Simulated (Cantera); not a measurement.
TiCl₄ + H₂O (titanium nitride, carbide and oxide coatings)

Input: 1 mol TiCl₄, 0.11 mol H₂O, at 1848.15 K and 1.00 bar.

Equilibrium computed with Cantera from the NASA thermochemical tables; the gas is ideal and each condensed phase is pure. Candidate condensed phases: H₂O, Ti, TiCl₂, TiCl₃, TiCl₄, TiO, TiO₂, Ti₂O₃, Ti₃O₅, Ti₄O₇; 23 gas species. Equilibrium is a limit: real reactors are often held back by kinetics, nucleation or transport.

```json
{
  "x(TiCl₄)": "0.761",
  "x(HCl)": "0.184",
  "x(TiCl₃)": "0.0288",
  "x(Cl)": "0.0224",
  "x(Cl₂)": "0.00322",
  "x(TiOCl₂)": "0.00108",
  "x(H₂O)": "4.46e-5",
  "x(H₂)": "1.10e-5",
  "x(TiCl₂)": "6.83e-6",
  "n(TiO₂(rutile))": "0.0543 mol",
  "gas_amount": "1.196 mol",
  "log10 activity of Ti₄O₇(s) (absent)": "-1.49",
  "log10 activity of Ti₃O₅(s) (absent)": "-1.58",
  "log10 activity of TiCl₄(l) (absent)": "-1.98"
}
```
